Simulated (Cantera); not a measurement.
Mixture: 13.5 % CH4, 19.2 % O2, 67.3 % N2, equivalence ratio 1.4, at 825 Torr, adiabatic and at constant pressure. Ignition delay is the time to a rise of 400 K.

Detailed kinetics in Cantera: GRI-Mech 3.0 (53 species, 325 reactions).

Q: At T0 = 1450 K, what is the delay, and which 7 reactions control it most (d ln τ / d ln k, from doubling and halving each rate constant)?

A: The delay is 2.02 ms.
| reaction | d ln τ / d ln k | faster rate |
|---|---|---|
| CH3 + O2 <=> CH3O + O | -0.44 | shortens it |
| 2 CH3 (+M) <=> C2H6 (+M) | 0.41 | lengthens it |
| H + O2 <=> O + OH | -0.30 | shortens it |
| CH4 + H <=> CH3 + H2 | 0.24 | lengthens it |
| CH3 + O2 <=> CH2O + OH | -0.24 | shortens it |
| CH3 + HO2 <=> CH3O + OH | -0.16 | shortens it |
| CH2O + O2 <=> HCO + HO2 | -0.16 | shortens it |
